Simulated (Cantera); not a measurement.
Charge: 1 mol SiH₂Cl₂, 0.077 mol C₃H₈, 7.5 mol H₂, held at 0.0460 bar.

Equilibrium computed with Cantera from the NASA thermochemical tables; the gas is ideal and each condensed phase is pure. Candidate condensed phases: C, C₆H₆, C₇H₈, C₈H₁₈, Si, SiC; 109 gas species. Mutual solubility and eutectic melting of coexisting phases are not modelled. Gases not in the tables: Si₂H₆ and higher silanes. Rates play no part.

Q: What share of the Si ends up in condensed phases as a function of T (K), at 1325, 1425, 1525, 1625, 1725, 1825, 1925, 2025, 2125, 2225, 2325, 2425?

A: 
```json
[
 {"T (K)": "1325", "Si condensed (%)": "56.8", "as": "Si(s) + SiC(s)"},
 {"T (K)": "1425", "Si condensed (%)": "55.2", "as": "Si(s) + SiC(s)"},
 {"T (K)": "1525", "Si condensed (%)": "53.9", "as": "Si(s) + SiC(s)"},
 {"T (K)": "1625", "Si condensed (%)": "52.8", "as": "Si(s) + SiC(s)"},
 {"T (K)": "1725", "Si condensed (%)": "53.0", "as": "Si(l) + SiC(s)"},
 {"T (K)": "1825", "Si condensed (%)": "55.2", "as": "Si(l) + SiC(s)"},
 {"T (K)": "1925", "Si condensed (%)": "56.9", "as": "Si(l) + SiC(s)"},
 {"T (K)": "2025", "Si condensed (%)": "57.5", "as": "Si(l) + SiC(s)"},
 {"T (K)": "2125", "Si condensed (%)": "55.7", "as": "Si(l) + SiC(s)"},
 {"T (K)": "2225", "Si condensed (%)": "48.1", "as": "Si(l) + SiC(s)"},
 {"T (K)": "2325", "Si condensed (%)": "26.9", "as": "Si(l) + SiC(s)"},
 {"T (K)": "2425", "Si condensed (%)": "15.6", "as": "SiC(s)"}
]
```
